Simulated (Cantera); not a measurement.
Premixed flame

A freely propagating, adiabatic, planar premixed flame of 13.9 % H2, 13.9 % O2, 69.5 % N2, 2.64 % H2O, equivalence ratio 0.50, unburnt at 373 K and 0.132 atm; mixture-averaged transport, grid criteria slope 0.08 and curve 0.16, no radiation.

Model: the H2/O2 subset of GRI-Mech 3.0, which has no nitrogen chemistry, integrated in Cantera. Burning velocities carry a grid error of a few per cent, more on coarse grids. Lean hydrogen flames are cellular in practice and burn faster than this planar one.

| z (mm) | T (K) | u (m/s) | x H2 | x O2 | x H2O | x OH | x H2O2 | x O |
|---|---|---|---|---|---|---|---|---|
| -16.1 | 373 | 0.533 | 0.139 | 0.139 | 0.0264 | <1e-8 | <1e-8 | <1e-8 |
| -10.7 | 373 | 0.532 | 0.138 | 0.139 | 0.0265 | <1e-8 | 1.38e-8 | <1e-8 |
| -8.05 | 374 | 0.531 | 0.135 | 0.140 | 0.0266 | <1e-8 | 1.05e-7 | <1e-8 |
| -5.37 | 378 | 0.533 | 0.127 | 0.141 | 0.0271 | <1e-8 | 1.35e-6 | 1.58e-8 |
| -2.68 | 473 | 0.650 | 0.0969 | 0.141 | 0.0378 | 4.06e-5 | 2.38e-5 | 4.91e-6 |
| -1.34 | 697 | 0.942 | 0.0670 | 0.131 | 0.0665 | 0.000222 | 8.58e-6 | 0.000114 |
| 0 | 945 | 1.27 | 0.0355 | 0.111 | 0.108 | 0.000622 | 1.07e-6 | 0.00119 |
| 1.34 | 1119 | 1.50 | 0.0140 | 0.0909 | 0.142 | 0.00158 | 1.18e-6 | 0.00287 |
| 2.68 | 1218 | 1.63 | 0.00614 | 0.0821 | 0.157 | 0.00226 | 1.20e-6 | 0.00337 |
| 5.37 | 1312 | 1.75 | 0.00296 | 0.0782 | 0.165 | 0.00253 | 8.46e-7 | 0.00261 |
| 10.7 | 1376 | 1.83 | 0.00148 | 0.0771 | 0.170 | 0.00211 | 4.57e-7 | 0.00134 |
| 21.5 | 1407 | 1.87 | 0.000526 | 0.0769 | 0.172 | 0.00135 | 2.20e-7 | 0.000471 |
| 42.9 | 1418 | 1.88 | 0.000146 | 0.0770 | 0.173 | 0.000729 | 9.58e-8 | 0.000131 |
x: mole fraction of selected species; z is measured from the peak of heat release.

laminar burning velocity: 53.3 cm/s
thermal thickness: 5.37 mm
peak x(OH): 0.00254
peak x(H2O2): 2.38e-5
peak x(O): 0.00337
grid points: 106
